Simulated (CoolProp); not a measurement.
Sulfur dioxide along the isotherm 479.1 K: density (kg/m³) from the reference equation and from simpler models built on Tc = 430.6 K, pc = 78.87 bar, ω = 0.256; each cubic takes its own stable root.

The numbers come from the reference Helmholtz-energy equation of state, Gao 2016 in CoolProp.

```json
[
 {"p (bar)": "19.7", "phase": "gas", "reference": "33.76"},
 {"p (bar)": "39.4", "phase": "gas", "reference": "72.65"},
 {"p (bar)": "59.1", "phase": "gas", "reference": "118.8"},
 {"p (bar)": "78.9", "phase": "supercritical", "reference": "176.0"},
 {"p (bar)": "98.6", "phase": "supercritical", "reference": "249.9"},
 {"p (bar)": "118", "phase": "supercritical", "reference": "349.3"},
 {"p (bar)": "138", "phase": "supercritical", "reference": "480.6"},
 {"p (bar)": "158", "phase": "supercritical", "reference": "601.0"},
 {"p (bar)": "177", "phase": "supercritical", "reference": "681.3"},
 {"p (bar)": "197", "phase": "supercritical", "reference": "740.4"}
]
```

Question: How far does each simpler model (Redlich-Kwong, Peng-Robinson) lie from the reference over these 10 states: mean and median of the absolute difference, and the worst?

Answer: 
- Redlich-Kwong: mean 3.7 %, median 2.9 %, worst -9.6 % at 479.1 K and 197 bar
- Peng-Robinson: mean 4.1 %, median 2.2 %, worst -9.1 % at 479.1 K and 177 bar
